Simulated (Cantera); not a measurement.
Charge: 1 mol CCl4, 0.49 mol Si, 0.099 mol H2, 0.011 mol F2, at 1250 K and 0.100 bar.

Equilibrium computed with Cantera from the NASA thermochemical tables; the gas is ideal and each condensed phase is pure. Candidate condensed phases: C, C6H6, C7H8, C8H18, Si, SiC; 143 gas species. Kinetics and transport are ignored.

Base state: Cl2 0.561, SiCl4 0.296, HCl 0.121, Cl 0.0185, SiF4 0.00332, HF 0.000161, CCl4 2.56e-5 (mole fractions); condensed: C(graphite).

Q: What changes in the equilibrium state with this change: CCl4 replaced by CH3F?

A: 
| species | before | after |
|---|---|---|
| H2 | <1e-9 | 0.859 |
| SiF4 | 0.00332 | 0.134 |
| SiHF3 | <1e-9 | 0.00300 |
| Cl2 | 0.561 | 0 |
| SiCl4 | 0.296 | 0 |
| HCl | 0.121 | 0 |
| Cl | 0.0185 | 0 |
| CH4 | <1e-9 | 0.000811 |
| SiF3 | 3.26e-9 | 0.00106 |
| C(graphite), mol | 1.000 | 0.765 |
| SiC(s), mol | 0 | 0.234 |
The tables' values for SiF3 are old estimates; treat these amounts as uncertain.

Q: What changes in the equilibrium state with this change: F2 from 0.011 to 2.4 mol?

A: 
```tsv
species	before	after
Cl2	0.561	0.562
CF4	<1e-9	0.192
SiF4	0.00332	0.147
SiCl4	0.296	<1e-9
CClF3	<1e-9	0.0189
HF	0.000161	0.0239
HCl	0.121	0.0356
Cl	0.0185	0.0185
CCl2F2	7.14e-9	0.00183
CCl3F	2.96e-7	0.000150
CCl4	2.56e-5	2.57e-5
C(graphite), mol	1.000	0.291
```
Gases not in the tables: C2F6 and larger saturated fluorocarbons.

Q: What changes in the equilibrium state with this change: Si from 0.49 to 0.28 mol?

A: 
```
species             before     after
----------------  --------  --------
Cl2                  0.561     0.721
SiCl4                0.296     0.148
HCl                  0.121     0.107
Cl                  0.0185    0.0209
CCl4               2.56e-5   4.23e-5
SiF4               0.00332   0.00293
HF                0.000161  0.000164
C(graphite), mol     1.000     1.000
```
